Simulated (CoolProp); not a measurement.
Vapour-liquid equilibrium of R134a (1) + dimethyl ether (2) at 0.661 MPa; x and y are mole fractions of (1).

Computed with CoolProp (multi-fluid Helmholtz-energy mixture model, Tillner-Roth 1994 and Wu 2011; pair parameters Bell 2016).

```json
[
 {"x": "0.05", "bubble temperature (°C)": "29.3", "y at the bubble point": "0.044", "dew temperature at overall composition x (°C)": "29.3", "liquid density (mol/L)": "14.08"},
 {"x": "0.15", "bubble temperature (°C)": "29.7", "y at the bubble point": "0.142", "dew temperature at overall composition x (°C)": "29.7", "liquid density (mol/L)": "13.82"},
 {"x": "0.25", "bubble temperature (°C)": "29.8", "y at the bubble point": "0.250", "dew temperature at overall composition x (°C)": "29.8", "liquid density (mol/L)": "13.56"},
 {"x": "0.35", "bubble temperature (°C)": "29.7", "y at the bubble point": "0.362", "dew temperature at overall composition x (°C)": "29.7", "liquid density (mol/L)": "13.31"},
 {"x": "0.45", "bubble temperature (°C)": "29.3", "y at the bubble point": "0.475", "dew temperature at overall composition x (°C)": "29.4", "liquid density (mol/L)": "13.06"},
 {"x": "0.55", "bubble temperature (°C)": "28.7", "y at the bubble point": "0.586", "dew temperature at overall composition x (°C)": "28.9", "liquid density (mol/L)": "12.83"},
 {"x": "0.65", "bubble temperature (°C)": "28.0", "y at the bubble point": "0.691", "dew temperature at overall composition x (°C)": "28.3", "liquid density (mol/L)": "12.60"},
 {"x": "0.75", "bubble temperature (°C)": "27.2", "y at the bubble point": "0.789", "dew temperature at overall composition x (°C)": "27.5", "liquid density (mol/L)": "12.38"},
 {"x": "0.85", "bubble temperature (°C)": "26.2", "y at the bubble point": "0.879", "dew temperature at overall composition x (°C)": "26.5", "liquid density (mol/L)": "12.16"},
 {"x": "0.95", "bubble temperature (°C)": "25.3", "y at the bubble point": "0.961", "dew temperature at overall composition x (°C)": "25.4", "liquid density (mol/L)": "11.94"}
]
```

y crosses x between x = 0.25 and 0.35: the model has an azeotrope there.

The pair parameters rest on a limited set of measurements; away from them the model extrapolates.
